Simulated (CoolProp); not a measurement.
Model: reference Helmholtz-energy equation of state, Leachman 2009, in CoolProp.

Problem. For normal hydrogen, give the phase and the Joule-Thomson coefficient (K/MPa), fugacity coefficient at -231.25 °C and 7.02 MPa; -142.05 °C and 7.02 MPa; -124.25 °C and 7.02 MPa.

Solution. 
- -231.25 °C and 7.02 MPa: supercritical; Joule-Thomson coefficient 0.0423, fugacity coefficient 0.458
- -142.05 °C and 7.02 MPa: supercritical; Joule-Thomson coefficient 0.282, fugacity coefficient 1.04
- -124.25 °C and 7.02 MPa: supercritical; Joule-Thomson coefficient 0.142, fugacity coefficient 1.05
